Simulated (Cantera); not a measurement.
A closed system holds: 1 mol Si, 4.5 mol NF3, 31 mol H2, equilibrated at 1277 °C and 0.195 Torr.

Cantera equilibrium calculation (NASA polynomials, part measured and part estimated; ideal gas, pure solids and liquids). Candidate condensed phases: Si, Si3N4; 37 gas species. The tables' values for SiF3, SiF2 are old estimates; treat these amounts as uncertain. Equilibrium is a limit: real reactors are often held back by kinetics, nucleation or transport.

Task: What is the equilibrium state?

Result: 
* **x(H2)**: 0.669
* **x(HF)**: 0.246
* **x(N2)**: 0.0576
* **x(SiF4)**: 0.0225
* **x(SiF3)**: 0.00285
* **x(H)**: 0.00160
* **x(SiF2)**: 0.000189
* **x(SiHF3)**: 4.24e-5
* **gas amount**: 39.09 mol
* **log10 activity of Si(s) (absent)**: -5.13
